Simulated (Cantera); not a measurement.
Charge: 1 mol HMDSO, 0.72 mol O3, held at 327 °C and 0.100 bar.

Cantera equilibrium calculation (NASA polynomials, part measured and part estimated; ideal gas, pure solids and liquids). Candidate condensed phases: C, C6H6, C7H8, C8H18, H2O, Si, SiC, SiO2; 123 gas species. The feed counts by its element totals alone. The numbers say what is thermodynamically allowed, not how fast it happens.

Base state: CH4 0.723, H2 0.277 (mole fractions); condensed: C(graphite) + SiC(s) + SiO2(α-quartz).

**Question.** What changes in the equilibrium state with this change: temperature from 327 °C to 1675 °C?

**Answer.** 
```tsv
species	before	after
H2	0.277	0.737
CO	<1e-9	0.257
H	<1e-9	0.00307
CH4	0.723	2.66e-5
SiO	<1e-9	0.00212
C2H2 (acetylene)	<1e-9	0.000397
Si	<1e-9	1.05e-5
C(graphite), mol	1.80	0.882
SiC(s), mol	0.420	1.97
SiO2(α-quartz), mol	1.58	0
```
